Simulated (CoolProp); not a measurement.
Vapour-liquid equilibrium of carbon dioxide (1) + R227EA (2) at -35.45 °C; x and y are mole fractions of (1).

Values from CoolProp's multi-fluid Helmholtz-energy mixture model, Span 1996 and Lemmon 2016; pair parameters Bell 2016.

Problem. Give the bubble pressure and the first vapour's composition at x = 0.05, 0.65, 0.725. Is there an azeotrope?

Solution. x = 0.05: 0.09321 MPa, y = 0.573; x = 0.65: 0.7453 MPa, y = 0.973; x = 0.725: 0.8319 MPa, y = 0.980. No azeotrope shows between x = 0.05 and 0.95.

The pair parameters rest on a limited set of measurements; away from them the model extrapolates.
